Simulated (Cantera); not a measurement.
Feed: 1 mol C2H4, 0.07 mol O2, 0.49 mol H2, held at 0.230 bar.

These are equilibrium values from Cantera (NASA tables, ideal gas, pure condensed phases), not measurements of a reactor. Candidate condensed phases: C, C6H6, C7H8, C8H18, H2O; 110 gas species. Kinetics and transport are ignored.

**Question.** At 2475 K, list the 4 most abundant gas species with their mole fractions, and the condensed phases.

**Answer.** H2 0.895, CO 0.0521, H 0.0444, C2H2 (acetylene) 0.00870. Condensed: C(graphite).
